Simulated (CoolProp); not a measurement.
Properties of octamethyltrisiloxane (MDM) along the isotherm 352.3 K (Tc = 565.4 K, pc = 1.438 MPa, ω = 0.528).

Values from CoolProp's reference Helmholtz-energy equation of state, Thol 2017.

| p (MPa) | phase | Z | cp (kJ/(kg K)) | cv (kJ/(kg K)) | isothermal compressibility (1/MPa) |
|---|---|---|---|---|---|
| 0.0719 | liquid | 0.007644 | 1.916 | 1.601 | 0.002910 |
| 0.144 | liquid | 0.01531 | 1.915 | 1.601 | 0.002903 |
| 0.216 | liquid | 0.02295 | 1.915 | 1.601 | 0.002896 |
| 0.288 | liquid | 0.03060 | 1.915 | 1.601 | 0.002889 |
| 0.359 | liquid | 0.03814 | 1.915 | 1.601 | 0.002882 |
| 0.431 | liquid | 0.04577 | 1.915 | 1.601 | 0.002875 |
| 0.503 | liquid | 0.05341 | 1.914 | 1.601 | 0.002868 |
| 0.575 | liquid | 0.06104 | 1.914 | 1.601 | 0.002861 |
| 0.647 | liquid | 0.06867 | 1.914 | 1.601 | 0.002854 |
| 0.719 | liquid | 0.07630 | 1.914 | 1.601 | 0.002847 |
